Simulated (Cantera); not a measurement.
Feed: 1 mol Si3H8, 0.23 mol HCl, a varied amount of N2, at 552 °C and 3.23 Torr.

These are equilibrium values from Cantera (NASA tables, ideal gas, pure condensed phases), not measurements of a reactor. Candidate condensed phases: NH4Cl, Si, Si3N4; 28 gas species. The feed counts by its element totals alone. N2 is the only nitrogen source here; it is nearly inert below about 1500 K, so the nitride shown seldom forms there in practice. Equilibrium is a limit: real reactors are often held back by kinetics, nucleation or transport.

x: gas mole fraction; n: condensed amount in mol.

| n(N2) (mol) | x N2 | x H2 | x HCl | x NH3 | x SiCl4 | x SiHCl3 | n Si3N4(s) |
|---|---|---|---|---|---|---|---|
| 6.9 | 0.537 | 0.438 | 0.0252 | 2.14e-6 | 3.72e-7 | 8.00e-9 | 1.000 |
| 9.8 | 0.648 | 0.333 | 0.0191 | 1.55e-6 | 1.89e-7 | 4.06e-9 | 1.000 |
| 14 | 0.739 | 0.246 | 0.0142 | 1.06e-6 | 9.51e-8 | 2.05e-9 | 1.000 |
| 20 | 0.810 | 0.180 | 0.0103 | 6.91e-7 | 4.77e-8 | 1.03e-9 | 1.00 |
| 28 | 0.860 | 0.132 | 0.00761 | 4.49e-7 | 2.48e-8 | 5.33e-10 | 1.00 |
| 40 | 0.900 | (withheld) | (withheld) | (withheld) | (withheld) | (withheld) | 1.00 |
| 57 | 0.929 | 0.0675 | 0.00388 | 1.70e-7 | 6.14e-9 | 1.32e-10 | 1.00 |
| 82 | 0.950 | (withheld) | (withheld) | (withheld) | (withheld) | (withheld) | 1.00 |
| 120 | 0.965 | 0.0327 | 0.00188 | 5.85e-8 | 1.40e-9 | 3.02e-11 | 1.00 |
| 170 | 0.975 | 0.0232 | 0.00134 | 3.52e-8 | 7.02e-10 | 1.51e-11 | 1.00 |

Question: Complete the blanks.

Answer: 
- 40, x H2: 0.0947
- 40, x HCl: 0.00545
- 40, x NH3: 2.78e-7
- 40, x SiCl4: 1.23e-8
- 40, x SiHCl3: 2.65e-10
- 82, x H2: 0.0475
- 82, x HCl: 0.00273
- 82, x NH3: 1.01e-7
- 82, x SiCl4: 2.99e-9
- 82, x SiHCl3: 6.43e-11
